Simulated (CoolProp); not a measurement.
The numbers come from the reference Helmholtz-energy equation of state, Lemmon 2006 in CoolProp. It is a short technical equation, of lower accuracy than the large ones.

Q: For acetone, give the phase and the Z, cv (kJ/(kg K)), isothermal compressibility (1/MPa) at 378.5 K and 0.799 MPa.

A: 
- 378.5 K and 0.799 MPa: liquid; Z 0.0215, cv 1.71, isothermal compressibility 0.00317
